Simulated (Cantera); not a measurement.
What does this Cantera script print?

```python
import numpy as np
import cantera as ct

gas_names = """
    H HO2 H2 H2O H2O2 O OH O2 O3 Si SiH SiH2 SiH3 SiH4 SiO SiO2 Si2 Si3
""".split()
cond_names = """
    H2O(s) H2O(L) Si(cr) Si(L) SiO2(Lqz) SiO2(hqz) SiO2(L)
""".split()


# ... load() reads the species with a 1 bar reference pressure and builds the phases ...
atoms = {
    'SiH4': {'Si': 1, 'H': 4},
    'O3': {'O': 3},
}
top_T = {}  # K; cautious upper limits of use, not melting points


# ... equilibrate(T, P, feed) seeds the gas with the atoms and calls Mixture.equilibrate('TP', solver="vcs", rtol=1e-11, max_steps=5000) ...
results = []
feed = {'SiH4': 1, 'O3': 4.9}  # mol
T = 1648.15  # K
P = 7600  # Pa
mix = equilibrate(T, P, feed)
results.append((T, P, feed, dict(zip(mix.species_names, mix.species_moles))))
print(gas.report(threshold=1e-06))
for i in range(1, mix.n_phases):
    print(f"{mix.phase(i).name:16s} {mix.phase_moles(i):12.5e} mol")
```

Result:

```
       temperature   1648.2 K
          pressure   7600 Pa
           density   0.015631 kg/m^3
  mean mol. weight   28.184 kg/kmol
   phase of matter   gas

                          1 kg             1 kmol
                     ---------------   ---------------
          enthalpy       -6.0474e+05       -1.7044e+07  J
   internal energy        -1.091e+06       -3.0748e+07  J
           entropy             10152        2.8613e+05  J/K
    Gibbs function       -1.7337e+07       -4.8862e+08  J
 heat capacity c_p            1424.3             40143  J/K
 heat capacity c_v            1129.3             31828  J/K

                      mass frac. Y      mole frac. X     chem. pot. / RT
                     ---------------   ---------------   ---------------
                 H        4.2161e-08        1.1788e-06           -16.344
               HO2        1.3114e-06        1.1198e-06           -47.334
                H2         9.498e-07        1.3278e-05           -32.688
               H2O           0.17352           0.27147           -48.183
                 O         4.454e-05        7.8462e-05           -15.495
                OH        0.00065368         0.0010833           -31.839
                O2           0.82578           0.72736            -30.99
     [  +11 minor]        4.3239e-08         3.367e-08

Si(cr)            0.00000e+00 mol
SiO2(hqz)         1.00000e+00 mol
```

Cantera equilibrium calculation (NASA polynomials, part measured and part estimated; ideal gas, pure solids and liquids). The tables hold silica as quartz up to 1696 K and as liquid above; real silica turns to tridymite and cristobalite and melts near 1996 K. Gases not in the tables: Si(OH)4.
